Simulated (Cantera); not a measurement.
Gas mixture: 26.9 % CH4, 37.2 % H2, 36.0 % NH3, at 0.680 bar, frozen composition.

Cantera's kinetic-theory transport with the Lennard-Jones parameters of GRI-Mech 3.0, ideal gas; thermal conductivity in the mixture-averaged form. Polar gases are described roughly by these parameters. The composition is frozen, though it would react at the higher temperatures.

D: mixture-averaged diffusion coefficient of that species in the mixture.

```json
[
 {"T (K)": "400", "ρ (kg/m³)": "0.229", "cp (J/kg/K)": "3190", "μ (µPa s)": "14.3", "λ (mW/m/K)": "90.6", "Pr": "0.503", "D (cm²/s) C2H2": "0.598", "D (cm²/s) NH3": "0.984", "D (cm²/s) CH4": "0.881"},
 {"T (K)": "500", "ρ (kg/m³)": "0.183", "cp (J/kg/K)": "3441", "μ (µPa s)": "17.3", "λ (mW/m/K)": "114", "Pr": "0.525", "D (cm²/s) C2H2": "0.902", "D (cm²/s) NH3": "1.49", "D (cm²/s) CH4": "1.33"},
 {"T (K)": "600", "ρ (kg/m³)": "0.152", "cp (J/kg/K)": "3697", "μ (µPa s)": "[?]", "λ (mW/m/K)": "[?]", "Pr": "0.544", "D (cm²/s) C2H2": "[?]", "D (cm²/s) NH3": "[?]", "D (cm²/s) CH4": "[?]"},
 {"T (K)": "700", "ρ (kg/m³)": "0.131", "cp (J/kg/K)": "3942", "μ (µPa s)": "22.9", "λ (mW/m/K)": "162", "Pr": "0.559", "D (cm²/s) C2H2": "1.65", "D (cm²/s) NH3": "2.73", "D (cm²/s) CH4": "2.42"},
 {"T (K)": "800", "ρ (kg/m³)": "0.114", "cp (J/kg/K)": "4170", "μ (µPa s)": "25.5", "λ (mW/m/K)": "186", "Pr": "0.572", "D (cm²/s) C2H2": "2.08", "D (cm²/s) NH3": "3.45", "D (cm²/s) CH4": "3.07"},
 {"T (K)": "900", "ρ (kg/m³)": "0.102", "cp (J/kg/K)": "4382", "μ (µPa s)": "28.0", "λ (mW/m/K)": "211", "Pr": "0.582", "D (cm²/s) C2H2": "2.56", "D (cm²/s) NH3": "4.24", "D (cm²/s) CH4": "3.76"},
 {"T (K)": "1000", "ρ (kg/m³)": "0.0914", "cp (J/kg/K)": "4589", "μ (µPa s)": "30.4", "λ (mW/m/K)": "236", "Pr": "0.591", "D (cm²/s) C2H2": "3.07", "D (cm²/s) NH3": "5.09", "D (cm²/s) CH4": "4.51"},
 {"T (K)": "1100", "ρ (kg/m³)": "0.0831", "cp (J/kg/K)": "4775", "μ (µPa s)": "32.7", "λ (mW/m/K)": "[?]", "Pr": "0.598", "D (cm²/s) C2H2": "[?]", "D (cm²/s) NH3": "[?]", "D (cm²/s) CH4": "[?]"},
 {"T (K)": "1200", "ρ (kg/m³)": "0.0762", "cp (J/kg/K)": "4947", "μ (µPa s)": "34.9", "λ (mW/m/K)": "286", "Pr": "0.604", "D (cm²/s) C2H2": "4.19", "D (cm²/s) NH3": "6.96", "D (cm²/s) CH4": "6.16"}
]
```

### Question
Fill in the missing entries.

### Answer

- 600, μ (µPa s): 20.2
- 600, λ (mW/m/K): 137
- 600, D (cm²/s) C2H2: 1.25
- 600, D (cm²/s) NH3: 2.07
- 600, D (cm²/s) CH4: 1.84
- 1100, λ (mW/m/K): 261
- 1100, D (cm²/s) C2H2: 3.61
- 1100, D (cm²/s) NH3: 5.99
- 1100, D (cm²/s) CH4: 5.31
